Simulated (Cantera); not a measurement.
A closed system holds: 1 mol PbF2, 0.2 mol HF, a varied amount of N2, held at 1175 °C and 100 Torr.

Cantera equilibrium calculation (NASA polynomials, part measured and part estimated; ideal gas, pure solids and liquids). Candidate condensed phases: Pb, PbF2; 26 gas species. Equilibrium is a limit: real reactors are often held back by kinetics, nucleation or transport.

At 1.4 mol N2, list the 6 most abundant gas species with their mole fractions, and the condensed phases.

N2 0.538, PbF2 0.227, HF 0.0769, PbF4 0.0724, Pb 0.0598, PbF 0.0251. Condensed: gas only.
